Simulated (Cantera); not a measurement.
What does this Cantera script print?

```python
import numpy as np
import cantera as ct

gas = ct.Solution("SiF4_NH3_mec.yaml", "gas")
gas.TPX = 1600, 13332, {'NH3': 1, 'H2': 5.4, 'N2': 0.15}
inlet = ct.Reservoir(gas, clone=True)

reactor = ct.IdealGasConstPressureReactor(gas, energy="off", clone=False)
exhaust = ct.Reservoir(gas, clone=True)
tau = [11, 3.6, 1.2, 0.39, 0.13, 0.041, 0.013, 0.0044][0]
for a, b in ((inlet, reactor), (reactor, exhaust)):
    ct.MassFlowController(a, b, mdot=lambda t: reactor.mass / tau)
net = ct.ReactorNet([reactor])
show = ['NH3', 'H2', 'N2H2', 'NH2', 'NH']

rows = []
print(f"{'tau/s':>10s}{'T/K':>9s}" + "".join(f"{s:>11s}" for s in show))
for tau in [11, 3.6, 1.2, 0.39, 0.13, 0.041, 0.013, 0.0044]:
    net.initial_time = 0.0
    net.advance(30 * tau)
    before = gas.X
    net.advance(40 * tau)
    drift = np.max(np.abs(gas.X - before) / (gas.X + 1e-9))
    rows.append([gas.T, *gas[show].X, drift])
    print(f"{tau:10.3e}{gas.T:9.1f}" + "".join(f"{x:11.3e}" for x in gas[show].X))
```

It prints:

```
     tau/s      T/K        NH3         H2       N2H2        NH2         NH
 1.100e+01   1600.0  1.322e-01  8.364e-01  4.620e-08  2.998e-05  2.111e-07
 3.600e+00   1600.0  1.451e-01  8.288e-01  5.270e-08  3.202e-05  2.193e-07
 1.200e+00   1600.0  1.501e-01  8.259e-01  5.398e-08  3.244e-05  2.176e-07
 3.900e-01   1600.0  1.519e-01  8.248e-01  5.045e-08  3.148e-05  2.025e-07
 1.300e-01   1600.0  1.524e-01  8.245e-01  3.890e-08  2.798e-05  1.595e-07
 4.100e-02   1600.0  1.526e-01  8.244e-01  1.560e-08  1.838e-05  6.889e-08
 1.300e-02   1600.0  1.527e-01  8.244e-01  2.134e-09  7.178e-06  1.053e-08
 4.400e-03   1600.0  1.527e-01  8.244e-01  2.382e-10  2.477e-06  1.253e-09
```

Computed with Cantera and the gas-phase N/H chemistry of the illustrative SiF4/NH3 mechanism in the Surface Chemkin manual (1991). Walls and surfaces, which speed up NH3 decomposition in real reactors, are not modelled.
